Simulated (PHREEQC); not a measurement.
**Acid mine or pickling water: speciation**

Model water analysis in mg/kgw, 25 °C, pH 1.85, pe 11.8:

```tsv
constituent	mg/kgw
Na	67.8
K	34.6
Ca	80.6
Mg	27.7
Cl	126
S(6) as SO4	1660
N(5) as NO3	14.3
Cu(2)	0.586
Li	0.184
```

Na is adjusted to close the charge balance.
Valence states are taken as typed.

Equilibrium calculation in PHREEQC: ion-association model, wateq4f.dat.

Each row changes one thing in this solution. Precipitation was switched off in this run.

| case | ionic strength (mol/kgw) | SO4-2 (mol/kgw) | HSO4- (mol/kgw) | Ca+2 (mol/kgw) | Mg+2 (mol/kgw) | CaSO4 (mol/kgw) | SI of Gypsum (CaSO4:2H2O) | SI of Epsomite (MgSO4:7H2O) |
|---|---|---|---|---|---|---|---|---|
| as made | 0.0399 | 0.00887 | 0.00718 | 0.00136 | 0.000751 | 0.000589 | -0.95 | -3.64 |
| N(5) from 14.3 to 28.6 mg/kgw | 0.0401 | 0.00888 | 0.00717 | 0.00136 | 0.000751 | (withheld) | -0.95 | -3.64 |
| Li from 0.184 to 0.092 mg/kgw | 0.0399 | 0.00887 | 0.00718 | 0.00136 | 0.000751 | 0.000589 | -0.95 | -3.64 |
| all concentrations times 3 at the same typed pH | 0.119 | 0.0274 | 0.0173 | 0.00341 | 0.00184 | (withheld) | -0.33 | -3.03 |

Task: What belongs in the gaps?

Result: 
- N(5) from 14.3 to 28.6 mg/kgw, CaSO4 (mol/kgw): 0.000588
- all concentrations times 3 at the same typed pH, CaSO4 (mol/kgw): 0.00237
